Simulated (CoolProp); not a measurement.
Values from CoolProp's reference Helmholtz-energy equation of state, Lemmon 2006. It is a short technical equation, of lower accuracy than the large ones.

**Question.** For C3F8 (R218), give the phase and the Z, expansivity (1/kK), conductivity (mW/(m K)), Prandtl number at 375.2 K and 3.96 MPa; 375.2 K and 5.28 MPa; 375.2 K and 10.6 MPa.

**Answer.** 
- 375.2 K and 3.96 MPa: supercritical; Z 0.481, expansivity 24.0, conductivity 31.3, Prandtl number 1.69
- 375.2 K and 5.28 MPa: supercritical; Z 0.400, expansivity 16.2, conductivity 35.0, Prandtl number 2.46
- 375.2 K and 10.6 MPa: supercritical; Z 0.588, expansivity 4.74, conductivity 40.6, Prandtl number 2.94

Viscosity comes from a separate model (Huber 2003), an estimate that may be off by 10 % or more. Thermal conductivity comes from a separate model (Huber 2003), an estimate that may be off by 10 % or more.
